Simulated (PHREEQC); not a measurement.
Solution (20 °C): 0.029 mol/kgw HF, 0.0063 mol/kgw KF and 3.7e-05 mol/kgw (NH4)2SiF6. Closed to the air; pH follows from the charge balance.

Computed with PHREEQC (ion-association model, wateq4f.dat).

Task: The ionic strength comes out as 0.00887 mol/kgw. What activity coefficients do HF2-, SiF6-2, F-, H+, K+ get?

Result: HF2- 0.91, SiF6-2 0.68, F- 0.91, H+ 0.92, K+ 0.91.

This is a speciation only: nothing precipitates in the calculation. Species that the database lacks are ignored. wateq4f.dat counts part of the HF as a dimer, H2F2, which phreeqc.dat doesn't know; its constant is uncertain. SiF6-2 is the database's only silicon fluoride.
